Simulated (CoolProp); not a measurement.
Vapour-liquid equilibrium of n-hexane (1) + m-xylene (2) at 42.85 °C; x and y are mole fractions of (1).

The numbers come from the multi-fluid Helmholtz-energy mixture model, Thol 2019 and Zhou 2012; pair parameters Bell 2016 in CoolProp.

| x | bubble pressure (kPa) | y at the bubble point | dew pressure at overall composition x (kPa) | liquid density (mol/L) |
|---|---|---|---|---|
| 0.05 | 5.052 | 0.449 | 3.073 | 7.933 |
| 0.125 | 8.626 | 0.703 | 3.317 | 7.900 |
| 0.2 | 12.44 | 0.813 | 3.604 | 7.864 |
| 0.275 | 16.26 | 0.870 | 3.944 | 7.826 |
| 0.35 | 19.88 | 0.904 | 4.357 | 7.786 |
| 0.425 | 23.20 | 0.926 | 4.866 | 7.745 |
| 0.5 | 26.15 | 0.942 | 5.511 | 7.702 |
| 0.575 | 28.77 | 0.953 | 6.355 | 7.658 |
| 0.65 | 31.10 | 0.962 | 7.509 | 7.613 |
| 0.725 | 33.25 | 0.970 | 9.182 | 7.567 |
| 0.8 | 35.34 | 0.977 | 11.83 | 7.522 |
| 0.875 | 37.48 | 0.985 | 16.69 | 7.478 |
| 0.95 | 39.82 | 0.993 | 28.06 | 7.435 |

No azeotrope shows between x = 0.05 and 0.95.

The pair parameters rest on a limited set of measurements; away from them the model extrapolates.
